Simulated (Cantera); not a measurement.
**Diamond growth**

A diamond (100) surface in a fixed gas of H2 with x(CH4) = 0.013, x(CH3) = 0.0001, at 923 K, 218 Torr; coverages are run to steady state.

Cantera simulation using the Harris–Goodwin 1993 mechanism for the reconstructed diamond (100) surface; the numbers are that mechanism's predictions, not measurements.

| x(H) | growth (µm/h) | θ c6HH | θ c6H* | θ c6*H | θ c6** | θ c6HM |
|---|---|---|---|---|---|---|
| 0.0001 | 4.72 | 0.385 | 0.00646 | 0.167 | 0.00177 | 0.346 |
| 0.00022 | 6.69 | 0.486 | 0.00848 | 0.220 | 0.00294 | 0.223 |
| 0.00047 | 8.26 | 0.563 | 0.0100 | 0.259 | 0.00394 | 0.129 |
| 0.001 | 9.29 | 0.613 | 0.0110 | 0.285 | 0.00462 | 0.0679 |
| 0.0022 | 9.89 | 0.642 | 0.0117 | 0.299 | 0.00503 | 0.0329 |
| 0.0048 | 10.2 | 0.657 | 0.0121 | 0.306 | 0.00525 | 0.0155 |
| 0.01 | 10.3 | 0.663 | 0.0125 | 0.309 | 0.00537 | 0.00755 |
| 0.022 | 10.5 | 0.666 | 0.0132 | 0.310 | 0.00549 | 0.00347 |
| 0.049 | 10.6 | 0.668 | 0.0147 | 0.310 | 0.00567 | 0.00157 |
θ: site fractions in the mechanism's names (c6HH fully hydrogenated, c6H* and c6*H radical sites, c6** diradical, c6HM methylated).
